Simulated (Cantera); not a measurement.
A Cantera script and its output.

```python
import numpy as np
import cantera as ct

gas = ct.Solution("gri30.yaml")
gas.TPX = 1350, 85000, {'N2O': 1, 'H2O': 0.073}
reactor = ct.IdealGasConstPressureReactor(gas, energy="off", clone=False)
net = ct.ReactorNet([reactor])
net.rtol, net.atol = 1e-08, 1e-18
show = ['N2O', 'H2O', 'H', 'NO', 'H2O2']
times = np.geomspace(1e-06, 60, 13)

steps = ct.SolutionArray(gas, extra=["t"])
rows = []
print(f"{'t/s':>10s}{'T/K':>9s}{'P/Pa':>11s}" + "".join(f"{s:>11s}" for s in show))
for t in times:
    while net.time < t:
        t_next = net.step()
        steps.append(gas.state, t=t_next)
    rows.append([np.interp(t, steps.t, y) for y in (steps.T, steps.P, *steps(*show).X.T)])
    print(f"{t:10.3e}{rows[-1][0]:9.1f}{rows[-1][1]:11.4g}" + "".join(f"{x:11.3e}" for x in rows[-1][2:]))
rate = np.gradient(steps.T, steps.t)
print("integrator steps:", len(steps.t))
if steps.T.max() > steps.T[0] + 200:
    print(f"time of steepest temperature rise: {steps.t[rate.argmax()]:.4e} s")
gas.TPX = 1350, 85000, {'N2O': 1, 'H2O': 0.073}
gas.equilibrate("TP")
print(f"equilibrium (TP): T = {gas.T:.1f} K  " + "  ".join(f"{s} {gas[s].X[0]:.3e}" for s in show))
```

It prints:

```
       t/s      T/K       P/Pa        N2O        H2O          H         NO       H2O2
 1.000e-06   1350.0    8.5e+04  9.320e-01  6.803e-02  3.865e-12  1.299e-07  7.370e-15
 4.448e-06   1350.0    8.5e+04  9.319e-01  6.803e-02  3.578e-10  2.015e-06  2.767e-12
 1.979e-05   1350.0    8.5e+04  9.318e-01  6.802e-02  5.901e-09  1.855e-05  6.694e-10
 8.801e-05   1350.0    8.5e+04  9.310e-01  6.798e-02  2.836e-08  9.890e-05  6.483e-08
 3.915e-04   1350.0    8.5e+04  9.276e-01  6.788e-02  4.894e-08  4.346e-04  2.671e-07
 1.741e-03   1350.0    8.5e+04  9.125e-01  6.753e-02  5.097e-08  1.803e-03  1.627e-07
 7.746e-03   1350.0    8.5e+04  8.498e-01  6.609e-02  4.564e-08  7.523e-03  9.804e-08
 3.446e-02   1350.0    8.5e+04  6.363e-01  6.114e-02  4.211e-08  2.707e-02  6.948e-08
 1.533e-01   1350.0    8.5e+04  2.337e-01  5.181e-02  3.164e-08  5.998e-02  4.391e-08
 6.817e-01   1350.0    8.5e+04  1.431e-02  4.674e-02  2.978e-09  6.971e-02  8.514e-09
 3.032e+00   1350.0    8.5e+04  2.361e-06  4.642e-02  3.635e-10  6.941e-02  1.807e-09
 1.349e+01   1350.0    8.5e+04  1.138e-06  4.642e-02  3.633e-10  6.931e-02  1.806e-09
 6.000e+01   1350.0    8.5e+04  1.125e-06  4.642e-02  3.632e-10  6.890e-02  1.807e-09
integrator steps: 1727
equilibrium (TP): T = 1350.0 K  N2O 3.225e-08  H2O 4.640e-02  H 3.525e-10  NO 6.012e-04  H2O2 1.912e-09
```

Cantera simulation using GRI-Mech 3.0 (53 species, 325 reactions); the numbers are that mechanism's predictions, not measurements. GRI-Mech 3.0 was tuned for natural gas; its chemistry of N2O as a main component is partial and can be far from experiment. The mechanism lacks the step 2 NO + O2 → 2 NO2, which can matter for NO2 below about 1400 K. The temperature is held fixed by assumption; the heat of reaction is taken as removed at once.
